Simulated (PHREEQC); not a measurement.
0.14 g of hydrous ferric oxide (600 m²/g; 0.2 weak and 0.005 strong sites per Fe, Dzombak-Morel constants, diffuse double layer) in 1 kg of water with 0.01 mol/kgw of an inert sodium salt and 1e-06 mol CuSO4 and 5.2e-07 mol MgCl2, at 25 °C; the pH is set by adding NaOH or the inert anion's acid. Oxygen alone is held at its pressure in air (log pO2 = -0.68). No CO2 enters from the air. Nothing may precipitate in this run.

The series has 17 steps of pH, from 4 to 12.

Model: ion-association model, wateq4f.dat, run in PHREEQC.

Q: Near which pH is half of the S sorbed, and on which side is more sorbed?

A: Near pH 6.5, with more sorbed at lower pH.

Q: Near which pH is half of the Cu sorbed, and on which side is more sorbed?

A: Near pH 5.1, with more sorbed at higher pH.

Q: Near which pH is half of the Mg sorbed, and on which side is more sorbed?

A: Near pH 8.3, with more sorbed at higher pH.

The database's constant for dissolved Cu(OH)2 is higher than later reviews accept.
